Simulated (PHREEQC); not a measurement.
PHREEQC input (Pitzer model, pitzer.dat):

```
SOLUTION 1
  temp 90
  units mol/kgw
  pH 7 charge
  S(6) 0.071
  Mg 0.021
  Na 0.08
  Cl 0.026
  K 0.046
END
USE solution 1
INCREMENTAL_REACTIONS false
REACTION 1
  H2O -1
  0 9.886 18.011 24.689 30.178 34.689 38.397 41.444
  43.949 46.007 47.699 49.089 50.232 51.172 51.944 52.578
  53.1 53.528 53.88 54.17 54.408 54.603 moles
EQUILIBRIUM_PHASES 1
  Arcanite 0 0
  Bischofite 0 0
  Bloedite 0 0
  Brucite 0 0
  Carnallite 0 0
  Epsomite 0 0
  Glaserite 0 0
  Halite 0 0
  Hexahydrite 0 0
  Kainite 0 0
  Kieserite 0 0
  Leonite 0 0
  Mirabilite 0 0
  Misenite 0 0
  Schoenite 0 0
  Sylvite 0 0
  Thenardite 0 0
  MgCl2_4H2O 0 0
SELECTED_OUTPUT 1
  -reset false
  -pH true
  -pe true
  -ionic_strength true
  -water true
  -activities H2O
  -totals Cl K Mg Na S
  -molalities H+ Na+ K+ Mg+2 Cl- SO4-2 OH- HSO4- MgOH+
  -equilibrium_phases Arcanite Bischofite Bloedite Brucite Carnallite Epsomite Glaserite Halite Hexahydrite Kainite
    Kieserite Leonite Mirabilite Misenite Schoenite Sylvite Thenardite MgCl2_4H2O
PRINT
  -reset false
END
```

Selected output (columns that matter, 16 of 22 rows; water left (kg) added in front):

```
water left (kg)	pH	mu	Cl	K	Mg	Na	S	m_H+	m_Na+	m_K+	m_Mg+2	m_Cl-	m_SO4-2	la_H2O
1	6.5119	0.25999	0.026	0.046	0.021	0.08	0.071	4.9867e-07	0.08	0.046	0.020998	0.026	0.070996	-0.0014631
0.821894	6.5151	0.31633	0.031634	0.055968	0.025551	0.097336	0.086386	5.1345e-07	0.097336	0.055968	0.025548	0.031634	0.086382	-0.0017599
0.555203	6.5169	0.46829	0.04683	0.082853	0.037824	0.14409	0.12788	5.528e-07	0.14409	0.082853	0.03782	0.04683	0.12788	-0.0025465
0.456313	6.5152	0.56977	0.056978	0.10081	0.046021	0.17532	0.15559	5.7796e-07	0.17532	0.10081	0.046017	0.056978	0.15559	-0.0030635
0.30824	6.5061	0.84348	0.08435	0.14923	0.068129	0.25954	0.23034	6.4062e-07	0.25954	0.14923	0.068123	0.08435	0.23033	-0.0044358
0.253345	6.4982	1.0263	0.10263	0.18157	0.082891	0.31578	0.28025	6.7844e-07	0.31578	0.18157	0.082885	0.10263	0.28024	-0.0053396
0.208215	6.488	1.2487	0.12487	0.22093	0.10086	0.38422	0.34099	7.2041e-07	0.38422	0.22093	0.10085	0.12487	0.34098	-0.0064307
0.140655	6.4594	1.8485	0.18485	0.32704	0.1493	0.56877	0.50478	8.1285e-07	0.56877	0.32704	0.14929	0.18485	0.50477	-0.0093491
0.115613	6.4405	2.2489	0.22489	0.39788	0.18164	0.69197	0.61412	8.5863e-07	0.69197	0.39788	0.18163	0.22489	0.61411	-0.011296
0.0780853	6.3918	3.3296	0.33297	0.5891	0.26894	1.0245	0.90926	9.2331e-07	1.0245	0.5891	0.26892	0.33297	0.90925	-0.016622
0.064177	6.3608	4.0512	0.40513	0.71677	0.32722	1.2466	1.1063	9.2329e-07	1.2466	0.71677	0.3272	0.40513	1.1063	-0.020265
0.0527548	6.3246	4.9284	0.49285	0.87196	0.39807	1.5164	1.3458	8.845e-07	1.5164	0.87196	0.39805	0.49285	1.3458	-0.024797
0.0356396	6.2325	7.2952	0.72953	1.2907	0.58923	2.2447	1.9922	6.4648e-07	2.2447	1.2907	0.5892	0.72953	1.9921	-0.037426
0.029298	6.1745	8.8742	0.88743	1.5701	0.71677	2.7306	2.4234	4.5556e-07	2.7306	1.5701	0.71674	0.88743	2.4233	-0.045878
0.0197855	6.0269	13.141	1.3141	2.3249	1.0614	4.0434	3.5885	1.0732e-07	4.0434	2.3249	1.0613	1.3141	3.5884	-0.066041
0.0162724	5.933	15.978	1.5978	2.8269	1.2905	4.9163	4.3632	2.8167e-08	4.9163	2.8269	1.2905	1.5978	4.3631	-0.074602
```

Away from 25 °C the constants follow the database's enthalpies or fits; those with neither stay at their 25 °C values.
